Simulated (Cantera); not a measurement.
# Thermodynamics of iron carbonyl, mercury and lead vapours, feed PbO + CO + N2

Charge: 1 mol PbO, 0.7 mol CO, 0.54 mol N2, at 133 Pa.

These are equilibrium values from Cantera (NASA tables, ideal gas, pure condensed phases), not measurements of a reactor. Candidate condensed phases: C, Pb, PbO, PbO2, Pb3O4; 27 gas species. Mutual solubility and eutectic melting of coexisting phases are not modelled. Gases not in the tables: (PbO)n polymers. Rates play no part.

```tsv
T (°C)	x CO2	x N2	x Pb	x PbO	x O2	n Pb(l)	n PbO(yellow)	n PbO(l)
552	0.564	0.435	0.000108	1.88e-7	<1e-12	0.700	0.300	0
652	0.563	0.435	0.00200	1.53e-5	3.74e-12	0.697	0.300	0
752	0.552	0.426	0.0209	0.000514	9.48e-10	0.673	0.299	0
852	0.479	0.370	0.142	0.00904	8.76e-8	0.493	0.287	0
952	0.330	0.255	0.330	0.0847	1.28e-5	0	0	0.121
1052	0.312	0.241	0.313	0.134	0.000230	0	0	0
1152	0.312	0.241	0.314	0.132	0.00111	0	0	0
1252	0.310	0.240	0.318	0.126	0.00402	0	0	0
```
x: gas mole fraction; n: condensed amount in mol.

From 552 °C to 852 °C the condensed part is Pb(l) + PbO(yellow). At 952 °C the condensed part is PbO(l). From 1052 °C to 1252 °C nothing is condensed.
